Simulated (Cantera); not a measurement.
A closed system holds: 1 mol HF, 0.28 mol H₂O, 0.086 mol O₂, held at 2250 K and 220000 Pa.

Equilibrium computed with Cantera from the NASA thermochemical tables; the gas is ideal and each condensed phase is pure. Candidate condensed phases: H₂O; 22 gas species. Rates play no part.

Base state: HF 0.730, H₂O 0.201, O₂ 0.0616, OH 0.00520, H₂ 0.000846, O 0.000618, H 0.000146, F 0.000128 (mole fractions); condensed: gas only.

What changes in the equilibrium state with this change: 0.61 mol HCl added?


```json
[
 {"species": "HF", "before": "0.730", "after": "0.501"},
 {"species": "HCl", "before": "0", "after": "0.271"},
 {"species": "H₂O", "before": "0.201", "after": "0.155"},
 {"species": "Cl", "before": "0", "after": "0.0331"},
 {"species": "O₂", "before": "0.0616", "after": "0.0336"},
 {"species": "Cl₂", "before": "0", "after": "0.000805"},
 {"species": "ClO", "before": "0", "after": "0.000115"},
 {"species": "HOCl", "before": "0", "after": "3.58e-5"}
]
```

What changes in the equilibrium state with this change: temperature from 2250 K to 3475 K?


| species | before | after |
|---|---|---|
| HF | 0.730 | 0.621 |
| H | 0.000146 | 0.0775 |
| H₂O | 0.201 | 0.0738 |
| F | 0.000128 | 0.0148 |
| O | 0.000618 | 0.0652 |
| H₂ | 0.000846 | 0.0424 |
| OH | 0.00520 | 0.0612 |
| O₂ | 0.0616 | 0.0437 |
| HO₂ | 4.81e-6 | 2.89e-5 |
